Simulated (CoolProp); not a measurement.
Vapour-liquid equilibrium of m-xylene (1) + o-xylene (2) at 112.45 °C; x and y are mole fractions of (1).

The numbers come from the multi-fluid Helmholtz-energy mixture model, Zhou 2012 and Zhou 2012; pair parameters Bell 2016 in CoolProp.

Give the bubble pressure and the first vapour's composition at x = 0.05, 0.275, 0.95. Is there an azeotrope?

x = 0.05: 40.36 kPa, y = 0.057; x = 0.275: 41.85 kPa, y = 0.307; x = 0.95: 46.50 kPa, y = 0.956. No azeotrope shows between x = 0.05 and 0.95.

The pair parameters rest on a limited set of measurements; away from them the model extrapolates.
